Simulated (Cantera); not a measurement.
Mixture: 12.3 % CH₄, 0.543 % CO, 14.7 % O₂, 69.0 % N₂, 3.46 % H₂O, equivalence ratio 1.7, at 1.01 bar, adiabatic and at constant volume. Ignition delay is the time to a rise of 400 K.

Model: GRI-Mech 3.0 (53 species, 325 reactions), integrated in Cantera.

### Question
Predict: delay at 1000 K; delay at 1100 K; delay at 1200 K; delay at 1300 K; apparent activation energy between 1250 and 1350 K.

### Answer
```json
{
 "delay at 1000 K": "2.00 s",
 "delay at 1100 K": "0.368 s",
 "delay at 1200 K": "80.7 ms",
 "delay at 1300 K": "20.4 ms",
 "apparent activation energy between 1250 and 1350 K": "190 kJ/mol"
}
```
